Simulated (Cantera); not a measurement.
A perfectly stirred reactor is fed with 6.18 % CH3OH, 19.7 % O2, 74.1 % N2, equivalence ratio 0.47, at 1.00 bar; it is adiabatic with a 450 K inlet, and is followed from long to short residence time, starting on the burning branch (τ in s: 0.24, 0.076, 0.024, 0.0075, 0.0023, 0.00073, 0.00023, 7.2e-05, 2.2e-05, 7e-06).

Computed with Cantera and GRI-Mech 3.0 (53 species, 325 reactions). GRI-Mech 3.0 was tuned for natural gas; its chemistry of methanol as a main component is partial and can be far from experiment.

x: mole fraction; the columns are a selection and need not sum to one.

```tsv
τ (s)	T (K)	x CH3OH	x O2	x NO	x HO2	x OH	x NO2	x H
0.24	1596	4.03e-6	0.101	2.94e-6	___	0.000498	1.84e-8	3.32e-6
0.076	1593	8.77e-6	0.101	2.61e-6	___	0.000688	1.81e-8	9.40e-6
0.024	1586	1.90e-5	0.101	1.99e-6	___	0.000935	1.39e-8	2.63e-5
0.0075	1572	4.27e-5	0.102	1.25e-6	___	0.00121	8.47e-9	6.93e-5
0.0023	1537	0.000114	0.104	5.75e-7	___	0.00133	4.66e-9	0.000151
0.00073	450	0.0618	0.197	<1e-12	<1e-12	<1e-12	<1e-12	<1e-12
0.00023	450	0.0618	0.197	<1e-12	<1e-12	<1e-12	<1e-12	<1e-12
7.2e-5	450	0.0618	0.197	<1e-12	<1e-12	<1e-12	<1e-12	<1e-12
2.2e-5	450	0.0618	0.197	<1e-12	<1e-12	<1e-12	<1e-12	<1e-12
7.0e-6	450	0.0618	0.197	<1e-12	<1e-12	<1e-12	<1e-12	<1e-12
```

Question: What belongs in the gaps?

Answer: 
- 0.24, x HO2: 2.48e-6
- 0.076, x HO2: 5.31e-6
- 0.024, x HO2: 1.14e-5
- 0.0075, x HO2: 2.50e-5
- 0.0023, x HO2: 6.15e-5
